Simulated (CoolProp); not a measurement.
Methanol at several states: density (kg/m³) from the reference equation and from simpler models built on Tc = 513.4 K, pc = 8.216 MPa, ω = 0.565; each cubic takes its own stable root.

The numbers come from the reference Helmholtz-energy equation of state, de Reuck 1993 in CoolProp.

```csv
T (K),p (MPa),phase,reference,Redlich-Kwong,Peng-Robinson
204.1,1.14,liquid,876.9,…,736.4
197.4,0.109,liquid,882.9,…,739.3
532.5,13.5,supercritical,410.3,290.8,…
243.5,0.213,liquid,837.9,609.8,716.7
256.9,0.0635,liquid,…,600.2,709.1
394.7,0.0808,gas,0.7976,0.7945,0.7961
```

Question: Complete the blanks.

Answer: 
- 204.1, Redlich-Kwong: 635.4
- 197.4, Redlich-Kwong: 639.2
- 532.5, Peng-Robinson: 291.9
- 256.9, reference: 825.0
